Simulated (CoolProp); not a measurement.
Normal hydrogen along the isobar 18.7 bar: fugacity coefficient from the reference equation and from simpler models built on Tc = -240.0 °C, pc = 12.96 bar, ω = -0.219; each cubic takes its own stable root.

Values from CoolProp's reference Helmholtz-energy equation of state, Leachman 2009.

```csv
T (°C),phase,reference
-248.85,liquid,0.1586
-242.05,liquid,0.4181
-235.35,supercritical,0.6843
-228.65,supercritical,0.8029
-221.95,supercritical,0.8699
-215.25,supercritical,0.9121
-208.45,supercritical,0.9404
-201.75,supercritical,0.9596
-195.05,supercritical,0.9732
-188.35,supercritical,0.9830
-181.65,supercritical,0.9903
-174.85,supercritical,0.9958
-168.15,supercritical,0.9999
-161.45,supercritical,1.003
-154.75,supercritical,1.005
```

Task: How far does each simpler model (van der Waals, Soave-Redlich-Kwong, Peng-Robinson) lie from the reference over these 15 states: mean and median of the absolute difference, and the worst?

Result: 
- van der Waals: mean 2.5 %, median 0.3 %, worst +24.0 % at -248.85 °C and 18.7 bar
- Soave-Redlich-Kwong: mean 1.3 %, median 1.2 %, worst -2.3 % at -235.35 °C and 18.7 bar
- Peng-Robinson: mean 3.8 %, median 3.5 %, worst -6.6 % at -235.35 °C and 18.7 bar
